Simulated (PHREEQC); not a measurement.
Dissolve 0.013 mol/kgw H2SO4, 3.1e-05 mol/kgw FeSO4 and 0.0026 mol/kgw Fe2(SO4)3 at 20 °C. Closed to the air; pH follows from the charge balance.

The numbers come from PHREEQC with the ion-association model, wateq4f.dat.

```json
[
 {"quantity": "pH", "before": "1.79", "after": "1.89"},
 {"quantity": "ionic strength (mol/kgw)", "before": "0.0340", "after": "0.0273"},
 {"quantity": "SO4-2 (mol/kgw)", "before": "0.00837", "after": "0.00478"},
 {"quantity": "HSO4- (mol/kgw)", "before": "0.00720", "after": "0.0113"},
 {"quantity": "Fe+2 (mol/kgw)", "before": "2.19e-5", "after": "2.01e-5"},
 {"quantity": "FeSO4 (mol/kgw)", "before": "8.09e-6", "after": "9.42e-6"},
 {"quantity": "SI of Melanterite (FeSO4:7H2O)", "before": "-5.03", "after": "-5.78"}
]
```

Name the change that produced these shifts.
A. H2SO4 from 0.013 to 0.0195 mol/kgw
B. temperature from 20 to 70 °C
C. diluted 10-fold with water
D. 0.00056 mol/kgw Ca(OH)2 added
E. Fe2(SO4)3 replaced by ZnSO4 at the same molality

B, temperature from 20 to 70 °C

No solid was allowed to form. Some of these states are supersaturated (in Hematite (slow to form), Goethite (slow to form), for instance). Away from 25 °C the constants follow the database's enthalpies or fits; those with neither stay at their 25 °C values.
